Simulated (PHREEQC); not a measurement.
Consider water at 25 °C with 16 mmol/kgw HF, 2.3 mmol/kgw H2SiF6 and 23 mmol/kgw H3PO4. Closed to the air; pH follows from the charge balance.

Computed with PHREEQC (ion-association model, wateq4f.dat).

| quantity | before | after |
|---|---|---|
| pH | 1.90 | 1.95 |
| ionic strength (mol/kgw) | 0.0165 | 0.0147 |
| H3PO4 (mol/kgw) | 0.0143 | 0.0156 |
| H2PO4- (mol/kgw) | 0.00869 | 0.00743 |
| F- (mol/kgw) | 0.000843 | 0.000546 |
| H2F2 (mol/kgw) | 0.000515 | 0.000165 |
| SI of Quartz (SiO2) | -2.68 | -0.55 |

Task: What was changed between the two runs?
A. temperature from 25 to 60 °C
B. 0.0064 mol/kgw Na2SO4 added
C. 0.0065 mol/kgw TMAH added
D. HF from 0.016 to 0.0176 mol/kgw

Result: A, temperature from 25 to 60 °C

Precipitation was switched off in this run. H3PO4, which wateq4f.dat lacks, is added to it with the constant of phreeqc.dat. Away from 25 °C the constants follow the database's enthalpies or fits; those with neither stay at their 25 °C values. SiF6-2 is the database's only silicon fluoride.
